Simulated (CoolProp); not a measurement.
n-butane along the isotherm 293.3 K: density (kg/m³) from the reference equation and from simpler models built on Tc = 425.1 K, pc = 37.96 bar, ω = 0.201; each cubic takes its own stable root.

Model: reference Helmholtz-energy equation of state, Bücker 2006, in CoolProp.

| p (bar) | phase | reference | van der Waals | Redlich-Kwong | Soave-Redlich-Kwong | Peng-Robinson |
|---|---|---|---|---|---|---|
| 13.3 | liquid | 580.2 | 361.9 | 525.2 | 540.2 | 611.1 |
| 26.7 | liquid | 582.3 | 366.8 | 529.2 | 543.4 | 614.2 |
| 40 | liquid | (withheld) | 371.0 | 532.8 | (withheld) | 617.1 |
| 53.3 | liquid | (withheld) | 374.9 | 536.2 | 549.2 | 619.9 |
| 66.7 | liquid | 588.2 | 378.3 | 539.5 | 551.9 | 622.5 |
| 80 | liquid | (withheld) | 381.5 | 542.6 | 554.5 | (withheld) |
| 93.3 | liquid | 591.9 | 384.4 | 545.5 | 556.9 | 627.5 |
| 107 | liquid | 593.7 | (withheld) | 548.3 | 559.4 | (withheld) |
| 120 | liquid | 595.3 | 389.6 | 550.9 | 561.6 | 632.1 |

Question: Fill in the missing entries.

Answer: 
- 40, reference: 584.4
- 40, Soave-Redlich-Kwong: 546.4
- 53.3, reference: 586.3
- 80, reference: 590.1
- 80, Peng-Robinson: 625.1
- 107, van der Waals: 387.2
- 107, Peng-Robinson: 629.9
